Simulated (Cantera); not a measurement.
Feed: 1 mol Cu, 24 mol CO₂, 2.3 mol H₂, at 5.10 bar.

Method: chemical equilibrium by Gibbs-energy minimisation in Cantera with the NASA 1993 tables (ideal gas, pure condensed phases). Candidate condensed phases: C, C₆H₆, C₇H₈, C₈H₁₈, Cu, CuO, Cu(OH)₂, Cu₂O, H₂O; 113 gas species. The numbers say what is thermodynamically allowed, not how fast it happens. All values below are at 725 °C.

Base state: CO₂ 0.835, H₂O 0.0771, CO 0.0771, H₂ 0.0103 (mole fractions); condensed: Cu(s).

Question: What changes in the equilibrium state with this change: CO₂ from 24 to 0.053 mol?

Answer: 
| species | before | after |
|---|---|---|
| H₂ | 0.0103 | 0.931 |
| H₂O | 0.0771 | 0.0457 |
| CH₄ | 1.14e-6 | 0.0222 |
| CO₂ | 0.835 | 8.62e-5 |
| CO | 0.0771 | 0.00121 |
| Cu(s), mol | 1.00 | 1.00 |
